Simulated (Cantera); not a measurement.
Cantera run, input and output.

```python
import numpy as np
import cantera as ct

gas = ct.Solution("gri30.yaml")
gas.TPX = 1348, 340, {'C2H6': 1, 'N2': 44}
inlet = ct.Reservoir(gas, clone=True)

reactor = ct.IdealGasConstPressureReactor(gas, energy="off", clone=False)
exhaust = ct.Reservoir(gas, clone=True)
tau = [0.79, 0.36, 0.16, 0.071, 0.032, 0.014, 0.0064, 0.0029][0]
for a, b in ((inlet, reactor), (reactor, exhaust)):
    ct.MassFlowController(a, b, mdot=lambda t: reactor.mass / tau)
net = ct.ReactorNet([reactor])
show = ['C2H6', 'C2H2', 'C2H4', 'H2', 'HCN', 'C2H']

rows = []
print(f"{'tau/s':>10s}{'T/K':>9s}" + "".join(f"{s:>11s}" for s in show))
for tau in [0.79, 0.36, 0.16, 0.071, 0.032, 0.014, 0.0064, 0.0029]:
    net.initial_time = 0.0
    net.advance(30 * tau)
    before = gas.X
    net.advance(40 * tau)
    drift = np.max(np.abs(gas.X - before) / (gas.X + 1e-9))
    rows.append([gas.T, *gas[show].X, drift])
    print(f"{tau:10.3e}{gas.T:9.1f}" + "".join(f"{x:11.3e}" for x in gas[show].X))
```

It prints:

```
     tau/s      T/K       C2H6       C2H2       C2H4         H2        HCN        C2H
 7.900e-01   1348.0  1.788e-03  1.044e-02  5.715e-03  2.317e-02  2.542e-07  2.044e-08
 3.600e-01   1348.0  3.561e-03  6.854e-03  7.876e-03  1.855e-02  1.865e-07  1.660e-08
 1.600e-01   1348.0  6.915e-03  3.380e-03  8.800e-03  1.337e-02  1.285e-07  1.044e-08
 7.100e-02   1348.0  1.194e-02  1.097e-03  7.103e-03  8.145e-03  8.057e-08  4.606e-09
 3.200e-02   1348.0  1.703e-02  2.067e-04  3.812e-03  3.809e-03  4.335e-08  1.337e-09
 1.400e-02   1348.0  2.040e-02  1.816e-05  1.255e-03  1.195e-03  1.571e-08  2.049e-10
 6.400e-03   1348.0  2.169e-02  9.198e-07  2.896e-04  2.739e-04  2.780e-09  1.182e-11
 2.900e-03   1348.0  2.208e-02  2.037e-08  4.078e-05  3.779e-05  9.339e-11  6.481e-14
```

Computed with Cantera and GRI-Mech 3.0 (53 species, 325 reactions). GRI-Mech 3.0 stops at C3 and has no aromatics, soot or wall deposition, so with more carbon than oxygen in the feed, carbon stays in small species such as C2H2 where larger ones or solid carbon would form. Radical loss at walls, strong at low pressure, is not modelled.
